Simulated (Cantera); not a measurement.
Feed: 1 mol Si₂Cl₆, 1.3 mol HCl, 21 mol H₂, held at 10.0 mbar.

Method: chemical equilibrium by Gibbs-energy minimisation in Cantera with the NASA 1993 tables (ideal gas, pure condensed phases). Candidate condensed phases: Si; 19 gas species. The feed counts by its element totals alone. The tables' values for SiCl₃, SiCl are old estimates; treat these amounts as uncertain. Equilibrium is a limit: real reactors are often held back by kinetics, nucleation or transport. All values below are at 1525 K.

Base state: H₂ 0.790, HCl 0.133, SiCl₂ 0.0736, SiCl₃ 0.00235, SiCl₄ 0.000222, H 0.000210, SiHCl₃ 0.000149, Cl 2.85e-5 (mole fractions); condensed: Si(s).

Task: What changes in the equilibrium state with this change: H₂ from 21 to 11 mol?

Result: 
| species | before | after |
|---|---|---|
| H₂ | 0.790 | 0.661 |
| HCl | 0.133 | 0.207 |
| SiCl₂ | 0.0736 | 0.123 |
| SiCl₄ | 0.000222 | 0.00108 |
| SiCl₃ | 0.00235 | 0.00668 |
| SiHCl₃ | 0.000149 | 0.000388 |
| Si(s), mol | 0.0710 | 0 |
